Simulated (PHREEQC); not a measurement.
Consider water at 90 °C with 0.16 mol/kgw ZnSO4 and 0.00064 mol/kgw NaHCO3. Closed to the air; pH follows from the charge balance.

Model: ion-association model, wateq4f.dat, run in PHREEQC.

Problem. The ionic strength comes out as 0.289 mol/kgw. What activity coefficients do H+, ZnOH+, Na+, Zn+2, HCO3- get?

Solution. H+ 0.76, ZnOH+ 0.70, Na+ 0.69, Zn+2 0.25, HCO3- 0.70.

No solid was allowed to form. Saturation is exceeded, for instance for Zincite(c) (slow to form); the values hold only as long as no solid forms. Constants without temperature data keep their 25 °C values here.
